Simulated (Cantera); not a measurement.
Cantera run:

```python
import numpy as np
import cantera as ct

gas_names = """
    B BH BH2 BH3 BN BO BO2 B2 B2O B2O2 B2O3 B3O3H3 H HBO HBO2 HNO HNO2 HNO3 HO2 H2 H2O H2O2 H3B3O6 N NH
    NH2 NH3 NH2OH NO NO2 NO3 N2 N2H2 N2H4 N2O O OH O2 O3
""".split()
cond_names = """
    B(b) B(L) BN(s) B2O3(L) B3O3H3(cr) H2O(s) H2O(L)
""".split()


# ... load() reads the species with a 1 bar reference pressure and builds the phases ...
atoms = {
    'B': {'B': 1},
    'NH3': {'N': 1, 'H': 3},
    'H2': {'H': 2},
    'H2O': {'H': 2, 'O': 1},
}
top_T = {'BN(s)': 3200}  # K; cautious upper limits of use, not melting points


# ... equilibrate(T, P, feed) seeds the gas with the atoms and calls Mixture.equilibrate('TP', solver="vcs", rtol=1e-11, max_steps=5000) ...
results = []
feed = {'B': 1, 'NH3': 0.25, 'H2': 0.31, 'H2O': 3.7}  # mol
T = 1950  # K
for P in [10, 46, 220, 1000, 4600, 22000, 100000]:
    mix = equilibrate(T, P, feed)
    results.append((T, P, feed, dict(zip(mix.species_names, mix.species_moles))))

top = {s: max(r[3][s] / sum(r[3][g] for g in gas_names) for r in results) for s in gas_names}
cols = sorted((s for s in top if top[s] > 1e-06), key=lambda s: -top[s])[:9]
seen = [c for c in cond_names if any(r[3].get(c, 0) > 1e-12 for r in results)]
print("log10 of partial pressures in bar; condensed amounts in mol")
print(f"{'P/Pa':>10s}" + "".join(f"{s[:9]:>10s}" for s in cols + seen))
for T, P, feed, n in results:
    ng = sum(n[g] for g in gas_names)
    print(f"{P:10.4g}" + "".join(f"{np.log10(max(n[s] / ng * P / 1e5, 1e-99)):10.3f}" for s in cols)
          + "".join(f"{n.get(c, 0):10.4g}" for c in seen))
```

It prints:

```
log10 of partial pressures in bar; condensed amounts in mol
      P/Pa        H2       H2O      HBO2         H        N2      B2O3        OH       BO2        BO
        10    -4.414    -4.482    -4.775    -5.148    -5.622    -6.085    -6.257    -6.468    -6.591
        46    -3.723    -3.805    -4.095    -4.802    -4.949    -5.402    -5.926    -6.134    -6.243
       220    -3.030    -3.119    -3.408    -4.456    -4.265    -4.712    -5.587    -5.793    -5.894
      1000    -2.367    -2.459    -2.747    -4.124    -3.605    -4.050    -5.258    -5.463    -5.561
      4600    -1.701    -1.795    -2.082    -3.791    -2.941    -3.385    -4.927    -5.132    -5.228
   2.2e+04    -1.020    -1.115    -1.402    -3.451    -2.261    -2.705    -4.587    -4.792    -4.888
     1e+05    -0.362    -0.457    -0.744    -3.122    -1.603    -2.048    -4.258    -4.463    -4.559
```

Cantera equilibrium calculation (NASA polynomials, part measured and part estimated; ideal gas, pure solids and liquids).
